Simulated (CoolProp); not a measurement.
Properties of the fluoroketone C6F12O (FK-5-1-12) along the isotherm 171.05 °C (Tc = 168.7 °C, pc = 18.69 bar, ω = 0.471).

Model: reference Helmholtz-energy equation of state, McLinden 2015, in CoolProp.

```
p (bar)          phase  density (kg/m³)  cp (kJ/(kg K))  speed of sound (m/s)
-------  -------------  ---------------  --------------  --------------------
0.591              gas            5.113           1.008                 108.4
0.955              gas            8.319           1.009                 107.7
1.54               gas            13.57           1.012                 106.6
2.49               gas            22.35           1.017                 104.7
4.03               gas            37.37           1.027                 101.6
6.51               gas            63.97           1.047                 96.02
10.5               gas            115.8           1.098                 85.50
17                 gas            263.6           1.477                 59.64
27.4     supercritical            973.8           1.491                 113.9
44.3     supercritical             1084           1.308                 172.6
71.6     supercritical             1169           1.240                 229.7
116      supercritical             1247           1.201                 293.1
187      supercritical             1324           1.176                 365.4
```
